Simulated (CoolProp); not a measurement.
Vapour-liquid equilibrium of n-hexane (1) + p-xylene (2) at 0.365 MPa; x and y are mole fractions of (1).

Values from CoolProp's multi-fluid Helmholtz-energy mixture model, Thol 2019 and Zhou 2012; pair parameters Bell 2016.

**Question.** Give the bubble temperature and the first vapour's composition at x = 0.05, 0.5, 0.95. Is there an azeotrope?

**Answer.** x = 0.05: 458.1 K, y = 0.189; x = 0.5: 412.3 K, y = 0.829; x = 0.95: 391.1 K, y = 0.988. No azeotrope shows between x = 0.05 and 0.95.

Pair parameters are fitted to limited data, so mixtures are less certain than the pure fluids.
